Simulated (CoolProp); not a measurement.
Vapour-liquid equilibrium of benzene (1) + n-octane (2) at 1.2 MPa; x and y are mole fractions of (1).

Computed with CoolProp (multi-fluid Helmholtz-energy mixture model, Thol 2012 and Beckmüller 2019; pair parameters Bell 2016).

Question: Give the bubble temperature and the first vapour's composition at x = 0.15, 0.45, 0.85. Is there an azeotrope?

Answer: x = 0.15: 507.0 K, y = 0.248; x = 0.45: 486.5 K, y = 0.621; x = 0.85: 467.6 K, y = 0.915. No azeotrope shows between x = 0.05 and 0.95.

Pair parameters are fitted to limited data, so mixtures are less certain than the pure fluids. The gap from Raoult's law changes sign with composition, which may be real or a fault of the pair parameters; it wasn't checked against measurements.
